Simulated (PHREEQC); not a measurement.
A made-up water analysis in mmol/kgw, 20 °C, pH 6.44, pe 12: Na 0.000605; K 0.00132; Ca 0.00131; Mg 0.000408; Cl 0.00305; S(6) 0.000412; Alkalinity (meq/kgw) 0.00156; B 7.62e-05; Pb 2.19e-06.

Valence states are taken as typed.

The numbers come from PHREEQC with the ion-association model, phreeqc.dat.

Each row changes one thing in this solution. Precipitation was switched off in this run.

```json
[
 {"case": "as made", "HCO3- (mol/kgw)": "1.90e-6", "CO2 (mol/kgw)": "1.66e-6", "Pb+2 (mol/kgw)": "2.07e-9", "CO3-2 (mol/kgw)": "2.23e-10", "H2BO3- (mol/kgw)": "1.10e-10", "PbOH+ (mol/kgw)": "1.10e-10", "SI of Pb(OH)2 (Pb(OH)2)": "-4.13", "SI of Cerussite (PbCO3)": "-5.16"},
 {"case": "Alkalinity from 0.00156 to 0.00312 mmol/kgw", "HCO3- (mol/kgw)": "3.46e-6", "CO2 (mol/kgw)": "[?]", "Pb+2 (mol/kgw)": "2.06e-9", "CO3-2 (mol/kgw)": "4.06e-10", "H2BO3- (mol/kgw)": "1.10e-10", "PbOH+ (mol/kgw)": "1.09e-10", "SI of Pb(OH)2 (Pb(OH)2)": "-4.14", "SI of Cerussite (PbCO3)": "-4.90"},
 {"case": "Cl from 0.00305 to 0.0061 mmol/kgw", "HCO3- (mol/kgw)": "1.90e-6", "CO2 (mol/kgw)": "1.66e-6", "Pb+2 (mol/kgw)": "2.07e-9", "CO3-2 (mol/kgw)": "2.23e-10", "H2BO3- (mol/kgw)": "1.10e-10", "PbOH+ (mol/kgw)": "1.10e-10", "SI of Pb(OH)2 (Pb(OH)2)": "-4.14", "SI of Cerussite (PbCO3)": "-5.16"},
 {"case": "all concentrations times 3 at the same typed pH", "HCO3- (mol/kgw)": "5.02e-6", "CO2 (mol/kgw)": "4.37e-6", "Pb+2 (mol/kgw)": "6.15e-9", "CO3-2 (mol/kgw)": "5.92e-10", "H2BO3- (mol/kgw)": "3.32e-10", "PbOH+ (mol/kgw)": "3.25e-10", "SI of Pb(OH)2 (Pb(OH)2)": "-3.67", "SI of Cerussite (PbCO3)": "[?]"},
 {"case": "temperature from 20 to 65 °C at the same typed pH", "HCO3- (mol/kgw)": "1.58e-6", "CO2 (mol/kgw)": "1.14e-6", "Pb+2 (mol/kgw)": "2.07e-9", "CO3-2 (mol/kgw)": "3.22e-10", "H2BO3- (mol/kgw)": "2.30e-10", "PbOH+ (mol/kgw)": "1.09e-10", "SI of Pb(OH)2 (Pb(OH)2)": "-2.75", "SI of Cerussite (PbCO3)": "-5.48"}
]
```

What belongs in the gaps?


- Alkalinity from 0.00156 to 0.00312 mmol/kgw, CO2 (mol/kgw): 3.02e-6
- all concentrations times 3 at the same typed pH, SI of Cerussite (PbCO3): -4.27

Species that the database lacks are ignored. Constants without temperature data keep their 25 °C values here.
